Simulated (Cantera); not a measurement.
A closed system holds: 1 mol Si, 0.53 mol Cl₂, 16 mol H₂, held at 650 K and 101000 Pa.

Cantera equilibrium calculation (NASA polynomials, part measured and part estimated; ideal gas, pure solids and liquids). Candidate condensed phases: Si; 19 gas species. Equilibrium is a limit: real reactors are often held back by kinetics, nucleation or transport.

Base state: H₂ 0.981, SiHCl₃ 0.0103, SiCl₄ 0.00820, SiH₂Cl₂ 0.000754, HCl 6.33e-5, SiH₃Cl 1.13e-5 (mole fractions); condensed: Si(s).

What changes in the equilibrium state with this change: Cl₂ from 0.53 to 0.78 mol?


```csv
species,before,after
H₂,0.981,0.972
SiHCl₃,0.0103,0.0143
SiCl₄,0.00820,0.0127
SiH₂Cl₂,0.000754,0.000931
HCl,6.33e-5,7.03e-5
SiH₃Cl,1.13e-5,1.25e-5
"Si(s), mol",0.687,0.544
```

What changes in the equilibrium state with this change: Cl₂ from 0.53 to 0.89 mol?


```tsv
species	before	after
H₂	0.981	0.968
SiHCl₃	0.0103	0.0159
SiCl₄	0.00820	0.0147
SiH₂Cl₂	0.000754	0.000998
HCl	6.33e-5	7.28e-5
Si(s), mol	0.687	0.482
```

What changes in the equilibrium state with this change: H₂ from 16 to 1.1 mol?


```tsv
species	before	after
H₂	0.981	0.781
SiCl₄	0.00820	0.139
SiHCl₃	0.0103	0.0770
SiH₂Cl₂	0.000754	0.00248
HCl	6.33e-5	0.000115
Si(s), mol	0.687	0.708
```
